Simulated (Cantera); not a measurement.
N2O furnace oxynitridation

An isothermal, constant-pressure homogeneous reactor starts with N2O : N2 : H2O = 1 : 1.2 : 0.038 (molar parts), at 1175 K and 0.0380 bar.

Detailed kinetics in Cantera: GRI-Mech 3.0 (53 species, 325 reactions). GRI-Mech 3.0 was tuned for natural gas; its chemistry of N2O as a main component is partial and can be far from experiment. Radical loss at walls, strong at low pressure, is not modelled. The mechanism lacks the step 2 NO + O2 → 2 NO2, which can matter for NO2 below about 1400 K. The temperature is held fixed by assumption; the heat of reaction is taken as removed at once.

| t (s) | x N2O | x N2 | x NO | x O2 | x NO2 | x O |
|---|---|---|---|---|---|---|
| 2.00e-5 | 0.447 | 0.536 | 3.43e-10 | 1.63e-9 | <1e-12 | 6.81e-8 |
| 5.73e-5 | 0.447 | 0.536 | 2.73e-9 | 1.30e-8 | <1e-12 | 1.85e-7 |
| 0.000164 | 0.447 | 0.536 | 2.03e-8 | 9.69e-8 | <1e-12 | 4.63e-7 |
| 0.000470 | 0.447 | 0.536 | 1.31e-7 | 6.25e-7 | <1e-12 | 9.28e-7 |
| 0.00135 | 0.447 | 0.536 | 6.34e-7 | 3.02e-6 | 1.25e-12 | 1.25e-6 |
| 0.00385 | 0.447 | 0.536 | 2.24e-6 | 1.07e-5 | 1.18e-10 | 1.29e-6 |
| 0.0110 | 0.447 | 0.536 | 6.83e-6 | 3.27e-5 | 8.46e-9 | 1.28e-6 |
| 0.0316 | 0.447 | 0.536 | 1.96e-5 | 9.65e-5 | 3.48e-7 | 1.28e-6 |
| 0.0906 | 0.446 | 0.537 | 5.29e-5 | 0.000283 | 4.54e-6 | 1.27e-6 |
| 0.259 | 0.445 | 0.537 | 0.000140 | 0.000819 | 2.36e-5 | 1.26e-6 |
| 0.743 | 0.440 | 0.540 | 0.000387 | 0.00234 | 7.40e-5 | 1.23e-6 |
| 2.13 | 0.429 | 0.546 | 0.00112 | 0.00663 | 0.000140 | 1.18e-6 |
| 6.10 | 0.398 | 0.564 | 0.00319 | 0.0182 | 0.000175 | 1.15e-6 |
| 17.5 | 0.323 | 0.606 | 0.00821 | 0.0464 | 0.000161 | 1.13e-6 |
| 50.0 | 0.184 | 0.685 | 0.0175 | 0.0987 | 9.96e-5 | 1.10e-6 |
x: mole fraction; the columns are a selection and need not sum to one.

Equilibrium at this temperature and pressure: N2O 2.13e-9, N2 0.803, NO 0.000152, O2 0.183, NO2 5.27e-7, O 3.22e-8 (gas phase only).
